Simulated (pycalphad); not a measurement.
An equivalent pycalphad script:

```python
from pycalphad import Database, equilibrium, calculate, variables as v
import numpy as np
db = Database('COST507.tdb')
comps = ['AL', 'FE', 'SI', 'VA']
phases = ['AL13FE4', 'AL2FE', 'AL5FE2', 'AL5FE4', 'ALFESI_ALPHA', 'ALFESI_BETA', 'ALFESI_DELTA', 'ALFESI_GAMMA', 'ALFESI_TAU1', 'ALFESI_TAU3', 'BCC_B2', 'DIAMOND_A4', 'FCC_A1', 'FE2SI', 'FE5SI3', 'FESI', 'FESI2_H', 'FESI2_L', 'LIQUID']
eq = equilibrium(db, comps, phases, {v.X('FE'): 0.0252, v.X('SI'): 0.0496, v.T: np.arange(1850, 499, -50), v.P: 101325, v.N: 1}, output=['HM', 'SM'])
```

Source of the numbers: pycalphad with the COST 507 light-alloy database (1999); pressure 1 atm. These are 1990s assessments: newer ones move some temperatures and phases. Phase fractions are per mole of atoms.

Results at three of the temperatures:

```
T = 1200.00 K, P = 101325 Pa, N = 1 mol of atoms
G = -61624 J/mol, H = 36296 J/mol, S = 81.60 J/(mol K)  (SER reference)
chemical potentials (J/mol): Al -58788, Fe -152617, Si -68292
phase             fraction      x(Al)      x(Fe)      x(Si)
LIQUID              1.0000     0.9252     0.0252     0.0496
```

```
T = 1100.00 K, P = 101325 Pa, N = 1 mol of atoms
G = -53600 J/mol, H = 33139 J/mol, S = 78.85 J/(mol K)  (SER reference)
chemical potentials (J/mol): Al -50920, Fe -143912, Si -57701
phase             fraction      x(Al)      x(Fe)      x(Si)
LIQUID              1.0000     0.9252     0.0252     0.0496
```

```
T = 600.00 K, P = 101325 Pa, N = 1 mol of atoms
G = -22594 J/mol, H = 4873 J/mol, S = 45.78 J/(mol K)  (SER reference)
chemical potentials (J/mol): Al -19995, Fe -135259, Si -13847
phase             fraction      x(Al)      x(Fe)      x(Si)
FCC_A1              0.8083     0.9991   2.62e-07   0.000894
ALFESI_BETA         0.1680     0.7000     0.1500     0.1500
DIAMOND_A4          0.0237   1.14e-09       none     1.0000
```

Changes of the phase set, refined by bisection:

```json
[
 {"T (K)": "1013.3", "phases above": "LIQUID", "phases below": "AL13FE4 + LIQUID"},
 {"T (K)": "939.3", "phases above": "AL13FE4 + LIQUID", "phases below": "AL13FE4 + ALFESI_ALPHA + LIQUID"},
 {"T (K)": "930.9", "phases above": "AL13FE4 + ALFESI_ALPHA + LIQUID", "phases below": "ALFESI_ALPHA + LIQUID"},
 {"T (K)": "899.0", "phases above": "ALFESI_ALPHA + LIQUID", "phases below": "ALFESI_ALPHA + FCC_A1 + LIQUID"},
 {"T (K)": "892.6", "phases above": "ALFESI_ALPHA + FCC_A1 + LIQUID", "phases below": "ALFESI_BETA + FCC_A1 + LIQUID"},
 {"T (K)": "849 ± 2", "phases above": "ALFESI_BETA + FCC_A1 + LIQUID", "phases below": "ALFESI_BETA + DIAMOND_A4 + FCC_A1"}
]
```

Database names, with the compositions (at.%) that they take in these runs: AL13FE4: Al 76 Fe 24 Si 1; ALFESI_ALPHA: Al 73 Fe 19 Si 8; ALFESI_BETA: Al 70 Fe 15 Si 15. FCC_A1 is fcc; DIAMOND_A4 is diamond (Si). An entry "none" or "no" means that the model of the phase leaves that element out.
